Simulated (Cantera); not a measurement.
An isothermal, constant-pressure homogeneous reactor starts with 74.6 % N2O, 25.4 % O2, at 1248 K and 0.910 bar.

Cantera simulation using GRI-Mech 3.0 (53 species, 325 reactions); the numbers are that mechanism's predictions, not measurements. GRI-Mech 3.0 was tuned for natural gas; its chemistry of N2O as a main component is partial and can be far from experiment. The mechanism lacks the step 2 NO + O2 → 2 NO2, which can matter for NO2 below about 1400 K. The temperature is held fixed by assumption; the heat of reaction is taken as removed at once.

Question: Predict: x(N2O) at 10.0 s; x(O2) at 10.0 s; x(NO) at 10.0 s; x(N2) at 10.0 s; x(O) at 10.0 s.

Answer: 
| Item | Result |
|---|---|
| x(N2O) at 10.0 s | 0.000318 (gas-phase equilibrium 1.85e-8) |
| x(O2) at 10.0 s | 0.431 (gas-phase equilibrium 0.456) |
| x(NO) at 10.0 s | 0.0496 (gas-phase equilibrium 0.000342) |
| x(N2) at 10.0 s | 0.518 (gas-phase equilibrium 0.543) |
| x(O) at 10.0 s | 5.07e-8 (gas-phase equilibrium 4.74e-8) |
